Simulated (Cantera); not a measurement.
**Equilibrium for silicon oxide and oxynitride deposition: Si2H6 + CO2 + N2**

Charge: 1 mol Si2H6, 0.13 mol CO2, 52 mol N2, equilibrated at 6.60 mbar.

Method: chemical equilibrium by Gibbs-energy minimisation in Cantera with the NASA 1993 tables (ideal gas, pure condensed phases). Candidate condensed phases: C, C6H6, C7H8, C8H18, H2O, Si, SiC, SiO2, Si2N2O, Si3N4; 151 gas species. The feed counts by its element totals alone. N2 is the only nitrogen source here; it is nearly inert below about 1500 K, so the nitride shown seldom forms there in practice. Mutual solubility and eutectic melting of coexisting phases are not modelled. The tables' values for SiN are old estimates; treat these amounts as uncertain. Equilibrium is a limit: real reactors are often held back by kinetics, nucleation or transport.

```
T (°C)   x N2    x H2      x Si     x SiO       x H  n SiC(s)  n Si2N2O(s)  n Si3N4(s)  n Si(l)
------  -----  ------  --------  --------  --------  --------  -----------  ----------  -------
1150    0.944  0.0557   3.08e-9   2.10e-6   1.93e-5     0.114        0.247       0.464        0
1200    0.944  0.0557   2.24e-8   1.10e-5   3.67e-5     0.107        0.239       0.471        0
1250    0.944  0.0557   1.42e-7   5.19e-5   6.71e-5    0.0973        0.227       0.482        0
1300    0.943  0.0556   8.03e-7  0.000221  0.000118    0.0832        0.203       0.499        0
1350    0.942  0.0555   4.07e-6  0.000856  0.000200    0.0638        0.150       0.530        0
1400    0.940  0.0553   1.87e-5   0.00306  0.000330    0.0378      0.00427       0.596        0
1450    0.939  0.0551   7.84e-5   0.00391  0.000527    0.0801            0       0.568        0
1500    0.939  0.0549  0.000303   0.00436  0.000821     0.105            0       0.546        0
1550    0.940  0.0536  0.000670   0.00419   0.00123    0.0992            0           0     1.62
1600    0.939  0.0532   0.00134   0.00404   0.00183    0.0889            0           0     1.60
1650    0.937  0.0527   0.00257   0.00386   0.00266    0.0755            0           0     1.54
1700    0.934  0.0519   0.00478   0.00365   0.00378    0.0579            0           0     1.43
```
x: gas mole fraction; n: condensed amount in mol.

From 1150 °C to 1400 °C the condensed part is SiC(s) + Si2N2O(s) + Si3N4(s). From 1450 °C to 1500 °C the condensed part is SiC(s) + Si3N4(s). From 1550 °C to 1700 °C the condensed part is Si(l) + SiC(s). The main Si-bearing gas is SiO at 1150 °C and Si at 1700 °C.
